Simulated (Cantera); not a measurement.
A Cantera script and its output.

```python
import numpy as np
import cantera as ct

gas = ct.Solution("gri30.yaml")
gas.TPX = 500, 230000, {'CH4': 1, 'O2': 2.44, 'N2': 9.17, 'CO2': 0.02}
flame = ct.FreeFlame(gas, width=0.022)
flame.set_refine_criteria(ratio=3, slope=0.08, curve=0.16)
flame.transport_model = "mixture-averaged"
flame.solve(loglevel=0, auto=True)
z, T = flame.grid, flame.T
thick = (T[-1] - T[0]) / np.gradient(T, z).max()
show = ['CH4', 'O2', 'NO2', 'CH2O', 'CH3', 'C2H']
print(f"laminar burning velocity  {flame.velocity[0] * 100:.3f} cm/s")
print(f"burnt temperature         {T[-1]:.1f} K")
print(f"thermal thickness         {thick * 1e3:.4f} mm")
print(f"grid points               {len(z)}")
z0 = z[flame.heat_release_rate.argmax()]
print(f"{'z/mm':>9s}{'T/K':>9s}{'u/(m/s)':>9s}" + "".join(f"{s:>11s}" for s in show))
rows = []
for k in (-3, -2, -1.5, -1, -0.5, -0.25, 0, 0.25, 0.5, 1, 2, 4, 8):
    zz = z0 + k * thick
    rows.append([k * thick, np.interp(zz, z, T), np.interp(zz, z, flame.velocity),
                 *(np.interp(zz, z, flame.X[gas.species_index(s)]) for s in show)])
    print(f"{rows[-1][0] * 1e3:9.3f}{rows[-1][1]:9.1f}{rows[-1][2]:9.3f}" + "".join(f"{x:11.3e}" for x in rows[-1][3:]))
```

Output:

```
laminar burning velocity  54.708 cm/s
burnt temperature         2165.3 K
thermal thickness         0.2197 mm
grid points               143
     z/mm      T/K  u/(m/s)        CH4         O2        NO2       CH2O        CH3        C2H
   -0.659    500.4    0.548  7.910e-02  1.931e-01  2.782e-10  1.922e-07  8.386e-09  2.845e-26
   -0.439    503.6    0.552  7.879e-02  1.927e-01  3.586e-09  2.755e-06  7.865e-08  2.957e-23
   -0.330    515.0    0.565  7.793e-02  1.917e-01  1.860e-08  1.568e-05  3.415e-07  2.511e-21
   -0.220    586.5    0.646  7.335e-02  1.862e-01  1.289e-07  1.376e-04  2.930e-06  5.185e-18
   -0.110    961.9    1.070  5.085e-02  1.541e-01  2.730e-07  9.188e-04  1.343e-04  1.414e-12
   -0.055   1341.0    1.500  2.764e-02  1.171e-01  9.122e-08  1.110e-03  8.504e-04  7.337e-10
    0.000   1709.5    1.917  5.942e-03  7.492e-02  1.683e-08  5.455e-04  1.029e-03  4.716e-08
    0.055   1866.5    2.087  2.991e-04  5.262e-02  8.047e-09  5.666e-05  8.562e-05  1.937e-08
    0.110   1929.5    2.147  8.140e-06  4.565e-02  9.379e-09  1.894e-06  2.669e-06  4.868e-10
    0.220   2005.6    2.220  8.696e-09  4.109e-02  1.239e-08  2.430e-09  3.483e-09  2.207e-13
    0.439   2078.9    2.292  1.115e-13  3.812e-02  1.830e-08  1.355e-11  6.019e-14  1.009e-18
    0.879   2130.9    2.342  3.387e-17  3.631e-02  2.669e-08  3.928e-12  1.316e-16  4.724e-23
    1.757   2156.8    2.366  1.971e-18  3.548e-02  3.330e-08  1.187e-12  5.898e-18  1.153e-24
```

Computed with Cantera and GRI-Mech 3.0 (53 species, 325 reactions). Burning velocities carry a grid error of a few per cent, more on coarse grids.
